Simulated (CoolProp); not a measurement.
Model: reference Helmholtz-energy equation of state, Smukala 2000, in CoolProp.

Question: For ethylene, give the phase and the cv (kJ/(kg K)), speed of sound (m/s) at 325.8 K and 0.101 MPa.

Answer: 
- 325.8 K and 0.101 MPa: gas; cv 1.33, speed of sound 343
